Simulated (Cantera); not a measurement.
Cantera run:

```python
import numpy as np
import cantera as ct

gas_names = [...]  # 113 gases of nasa_gas.yaml made of C, H, O, Ti
cond_names = """
    C(gr) C6H6(L) C7H8(L) C8H18(L),n-octa H2O(s) H2O(L) Ti(a) Ti(b) Ti(L) TiC(s) TiC(L) TiO(a) TiO(b)
    TiO(L) TiO2(ru) TiO2(L) Ti2O3(a) Ti2O3(b) Ti2O3(L) Ti3O5(a) Ti3O5(b) Ti3O5(L) Ti4O7(s) Ti4O7(L)
""".split()


# ... load() reads the species with a 1 bar reference pressure and builds the phases ...
atoms = {
    'TiO2': {'Ti': 1, 'O': 2},
    'CH4': {'C': 1, 'H': 4},
    'H2': {'H': 2},
}
top_T = {'C(gr)': 4500}  # K; cautious upper limits of use, not melting points


# ... equilibrate(T, P, feed) seeds the gas with the atoms and calls Mixture.equilibrate('TP', solver="vcs", rtol=1e-11, max_steps=5000) ...
results = []
T = 1648.15  # K
P = 13332.2  # Pa
for m in [0.43, 0.63, 0.92, 1.3, 1.9, 2.8, 4.1, 6]:
    feed = {'TiO2': 1, 'CH4': m, 'H2': 0.13}  # mol
    mix = equilibrate(T, P, feed)
    results.append((T, P, feed, dict(zip(mix.species_names, mix.species_moles))))
    x = sorted(zip(gas.X, gas.species_names), reverse=True)
    print(f"T = {T:g} K  P = {P:g} Pa  n(CH4) = {m:g} mol  gas = {mix.phase_moles(0):.4g} mol")
    print("   x: " + "  ".join(f"{s} {v:.3e}" for v, s in x if v > 0.0001))
    print("   condensed (mol): " + ("  ".join(f"{mix.phase(i).name} {mix.phase_moles(i):.4g}"
          for i in range(1, mix.n_phases) if mix.phase_moles(i) > 1e-12) or "none"))
```

It prints:

```
T = 1648.15 K  P = 13332.2 Pa  n(CH4) = 0.43 mol  gas = 1.42 mol
   x: H2 6.965e-01  CO 3.027e-01  H2O 5.527e-04  H 2.038e-04
   condensed (mol): Ti2O3(b) 0.2927  Ti3O5(b) 0.1382
T = 1648.15 K  P = 13332.2 Pa  n(CH4) = 0.63 mol  gas = 1.968 mol
   x: H2 7.060e-01  CO 2.936e-01  H 2.052e-04  H2O 1.700e-04
   condensed (mol): TiC(s) 0.05214  Ti2O3(b) 0.4739
T = 1648.15 K  P = 13332.2 Pa  n(CH4) = 0.92 mol  gas = 2.722 mol
   x: H2 7.234e-01  CO 2.762e-01  H 2.077e-04  H2O 1.699e-04
   condensed (mol): TiC(s) 0.1682  Ti2O3(b) 0.4159
T = 1648.15 K  P = 13332.2 Pa  n(CH4) = 1.3 mol  gas = 3.71 mol
   x: H2 7.355e-01  CO 2.640e-01  H 2.095e-04  H2O 1.697e-04
   condensed (mol): TiC(s) 0.3203  Ti2O3(b) 0.3399
T = 1648.15 K  P = 13332.2 Pa  n(CH4) = 1.9 mol  gas = 5.27 mol
   x: H2 7.454e-01  CO 2.542e-01  H 2.109e-04  H2O 1.694e-04
   condensed (mol): TiC(s) 0.5604  Ti2O3(b) 0.2198
T = 1648.15 K  P = 13332.2 Pa  n(CH4) = 2.8 mol  gas = 7.61 mol
   x: H2 7.527e-01  CO 2.469e-01  H 2.119e-04  H2O 1.691e-04
   condensed (mol): TiC(s) 0.9205  Ti2O3(b) 0.03973
T = 1648.15 K  P = 13332.2 Pa  n(CH4) = 4.1 mol  gas = 10.33 mol
   x: H2 8.060e-01  CO 1.936e-01  H 2.193e-04  CH4 1.160e-04
   condensed (mol): C(gr) 1.098  TiC(s) 1
T = 1648.15 K  P = 13332.2 Pa  n(CH4) = 6 mol  gas = 14.13 mol
   x: H2 8.581e-01  CO 1.415e-01  H 2.263e-04  CH4 1.314e-04
   condensed (mol): C(gr) 2.997  TiC(s) 1
```

Method: chemical equilibrium by Gibbs-energy minimisation in Cantera with the NASA 1993 tables (ideal gas, pure condensed phases). Mutual solubility and eutectic melting of coexisting phases are not modelled. TiC: taken at fixed stoichiometry.
